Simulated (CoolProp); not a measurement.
Octamethyltrisiloxane (MDM) along the isotherm 301.85 °C: Z from the reference equation and from simpler models built on Tc = 292.2 °C, pc = 1.438 MPa, ω = 0.528; each cubic takes its own stable root.

Computed with CoolProp (reference Helmholtz-energy equation of state, Thol 2017).

```json
[
 {"p (MPa)": "0.0455", "phase": "gas", "reference": "0.9901", "Redlich-Kwong": "0.9897", "Peng-Robinson": "0.9886"},
 {"p (MPa)": "0.0862", "phase": "gas", "reference": "0.9810", "Redlich-Kwong": "0.9803", "Peng-Robinson": "0.9784"},
 {"p (MPa)": "0.163", "phase": "gas", "reference": "0.9636", "Redlich-Kwong": "0.9623", "Peng-Robinson": "0.9587"},
 {"p (MPa)": "0.31", "phase": "gas", "reference": "0.9288", "Redlich-Kwong": "0.9267", "Peng-Robinson": "0.9201"},
 {"p (MPa)": "0.587", "phase": "gas", "reference": "0.8567", "Redlich-Kwong": "0.8542", "Peng-Robinson": "0.8426"},
 {"p (MPa)": "1.11", "phase": "gas", "reference": "0.6832", "Redlich-Kwong": "0.6846", "Peng-Robinson": "0.6682"},
 {"p (MPa)": "2.11", "phase": "supercritical", "reference": "0.2580", "Redlich-Kwong": "0.2997", "Peng-Robinson": "0.2828"},
 {"p (MPa)": "4", "phase": "supercritical", "reference": "0.4076", "Redlich-Kwong": "0.4509", "Peng-Robinson": "0.4116"},
 {"p (MPa)": "7.58", "phase": "supercritical", "reference": "0.6952", "Redlich-Kwong": "0.7374", "Peng-Robinson": "0.6677"},
 {"p (MPa)": "14.4", "phase": "supercritical", "reference": "1.207", "Redlich-Kwong": "1.241", "Peng-Robinson": "1.121"}
]
```
